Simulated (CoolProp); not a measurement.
Saturation properties of octamethylcyclotetrasiloxane (D4).

The numbers come from the reference Helmholtz-energy equation of state, Thol 2015 in CoolProp.

```tsv
T (°C)	p (bar)	vapour density (kg/m³)	enthalpy of vaporisation (kJ/kg)
109.35	0.1269	1.203	155.4
122.75	0.2079	1.919	150.6
136.05	0.3254	2.935	145.9
149.45	0.4926	4.355	140.9
162.75	0.7195	6.263	135.9
176.15	1.024	8.813	130.7
189.45	1.417	12.12	125.3
202.85	1.921	16.42	119.6
216.15	2.549	21.89	113.5
229.55	3.329	28.95	106.9
242.85	4.272	37.96	99.79
256.25	5.420	49.78	91.78
269.55	6.784	65.43	82.65
282.95	8.422	87.45	71.62
296.35	10.38	121.4	57.17
```

It boils at 175.7 °C under 1 atm.
